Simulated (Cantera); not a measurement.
An isothermal, constant-pressure homogeneous reactor starts with N₂O : H₂ : N₂ = 1 : 0.031 : 0.75 (molar parts), at 1575 K and 1.60 bar. Integrator tolerance rtol = 1e-08.

Detailed kinetics in Cantera: GRI-Mech 3.0 (53 species, 325 reactions). GRI-Mech 3.0 was tuned for natural gas; its chemistry of N2O as a main component is partial and can be far from experiment. The temperature is held fixed by assumption; the heat of reaction is taken as removed at once.

What does this change do: pressure from 1.60 bar to 0.0267 bar?


```tsv
quantity	before	after
x(N₂O) at 300 s	3.22e-7 (gas-phase equilibrium 1.31e-7)	2.22e-6 (gas-phase equilibrium 1.69e-8)
x(H₂) at 300 s	1.19e-7 (gas-phase equilibrium 1.16e-7)	1.02e-6 (gas-phase equilibrium 8.95e-7)
x(NO₂) at 300 s	0.000129 (gas-phase equilibrium 9.51e-6)	5.74e-5 (gas-phase equilibrium 1.23e-6)
x(HO₂) at 300 s	1.30e-7 (gas-phase equilibrium 1.36e-7)	4.07e-8 (gas-phase equilibrium 4.87e-8)
x(O₂) at 300 s	0.202 (gas-phase equilibrium 0.213)	0.168 (gas-phase equilibrium 0.213)
```
Radical loss at walls, strong at low pressure, is not modelled.

What does this change do: temperature 1575 to 1325 K?


```tsv
quantity	before	after
x(N₂O) at 300 s	3.22e-7 (gas-phase equilibrium 1.31e-7)	5.04e-7 (gas-phase equilibrium 3.82e-8)
x(H₂) at 300 s	1.19e-7 (gas-phase equilibrium 1.16e-7)	3.33e-9 (gas-phase equilibrium 3.16e-9)
x(NO₂) at 300 s	0.000129 (gas-phase equilibrium 9.51e-6)	0.000491 (gas-phase equilibrium 5.82e-6)
x(HO₂) at 300 s	1.30e-7 (gas-phase equilibrium 1.36e-7)	1.84e-8 (gas-phase equilibrium 1.99e-8)
x(O₂) at 300 s	0.202 (gas-phase equilibrium 0.213)	0.193 (gas-phase equilibrium 0.214)
```
The mechanism lacks the step 2 NO + O2 → 2 NO2, which can matter for NO2 below about 1400 K.
